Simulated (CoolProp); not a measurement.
Vapour-liquid equilibrium of isohexane (1) + benzene (2) at 686 kPa; x and y are mole fractions of (1).

Values from CoolProp's multi-fluid Helmholtz-energy mixture model, Lemmon 2006 and Thol 2012; pair parameters Bell 2016.

Q: Give the bubble temperature and the first vapour's composition at x = 0.35, 0.75, 0.85. Is there an azeotrope?

A: x = 0.35: 144.7 °C, y = 0.456; x = 0.75: 138.2 °C, y = 0.787; x = 0.85: 137.2 °C, y = 0.870. No azeotrope shows between x = 0.05 and 0.95.

The pair parameters rest on a limited set of measurements; away from them the model extrapolates.
